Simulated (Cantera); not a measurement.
An isothermal, constant-pressure homogeneous reactor starts with NO : N2 = 1 : 0.56 (molar parts), at 1800 K and 0.0130 bar. Integrator tolerance rtol = 1e-08.

Detailed kinetics in Cantera: GRI-Mech 3.0 (53 species, 325 reactions). Radical loss at walls, strong at low pressure, is not modelled.

Question: What does this change do: N2 0.56 to 0.082 parts?

Answer: 
```json
[
 {"quantity": "x(NO) at 40.0 s", "before": "0.497 (gas-phase equilibrium 0.00476)", "after": "0.657 (gas-phase equilibrium 0.00509)"},
 {"quantity": "x(N2) at 40.0 s", "before": "0.431 (gas-phase equilibrium 0.677)", "after": "0.209 (gas-phase equilibrium 0.535)"},
 {"quantity": "x(N2O) at 40.0 s", "before": "7.08e-5 (gas-phase equilibrium 2.89e-8)", "after": "0.000112 (gas-phase equilibrium 2.75e-8)"},
 {"quantity": "x(O2) at 40.0 s", "before": "0.0717 (gas-phase equilibrium 0.318)", "after": "0.133 (gas-phase equilibrium 0.459)"},
 {"quantity": "x(O) at 40.0 s", "before": "0.000323 (gas-phase equilibrium 0.000605)", "after": "0.000431 (gas-phase equilibrium 0.000727)"}
]
```

Question: What does this change do: pressure from 0.0130 bar to 0.680 bar?

Answer: 
```csv
quantity,before,after
x(NO) at 40.0 s,0.497 (gas-phase equilibrium 0.00476),0.0298 (gas-phase equilibrium 0.00476)
x(N2) at 40.0 s,0.431 (gas-phase equilibrium 0.677),0.665 (gas-phase equilibrium 0.677)
x(N2O) at 40.0 s,7.08e-5 (gas-phase equilibrium 2.89e-8),5.30e-7 (gas-phase equilibrium 2.09e-7)
x(O2) at 40.0 s,0.0717 (gas-phase equilibrium 0.318),0.305 (gas-phase equilibrium 0.318)
x(O) at 40.0 s,0.000323 (gas-phase equilibrium 0.000605),8.21e-5 (gas-phase equilibrium 8.37e-5)
```

Question: What does this change do: NO 1 to 0.11 parts?

Answer: 
```csv
quantity,before,after
x(NO) at 40.0 s,0.497 (gas-phase equilibrium 0.00476),0.151 (gas-phase equilibrium 0.00279)
x(N2) at 40.0 s,0.431 (gas-phase equilibrium 0.677),0.842 (gas-phase equilibrium 0.916)
x(N2O) at 40.0 s,7.08e-5 (gas-phase equilibrium 2.89e-8),8.23e-6 (gas-phase equilibrium 1.97e-8)
x(O2) at 40.0 s,0.0717 (gas-phase equilibrium 0.318),0.00636 (gas-phase equilibrium 0.0805)
x(O) at 40.0 s,0.000323 (gas-phase equilibrium 0.000605),0.000106 (gas-phase equilibrium 0.000305)
```
